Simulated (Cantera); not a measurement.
Charge: 1 mol Si, 1.2 mol CO, 1.2 mol H₂, equilibrated at 1998.15 K and 1000 Pa.

Method: chemical equilibrium by Gibbs-energy minimisation in Cantera with the NASA 1993 tables (ideal gas, pure condensed phases). Candidate condensed phases: C, C₆H₆, C₇H₈, C₈H₁₈, H₂O, Si, SiC, SiO₂; 123 gas species. Gases not in the tables: Si₂H₆ and higher silanes. Kinetics and transport are ignored.

Q: What is the equilibrium state?

A: 
| Quantity | Value |
|---|---|
| x(H₂) | 0.490 |
| x(CO) | 0.291 |
| x(SiO) | 0.206 |
| x(H) | 0.0112 |
| x(Si) | 0.00203 |
| x(SiH) | 9.67e-5 |
| x(Si₂C) | 5.51e-5 |
| x(SiH₂) | 2.45e-5 |
| x(Si₂) | 9.95e-6 |
| n(SiC(s)) | 0.497 mol |
| gas amount | 2.419 mol |
| log10 activity of Si(l) (absent) | -0.32 |
| log10 activity of C(graphite) (absent) | -0.94 |
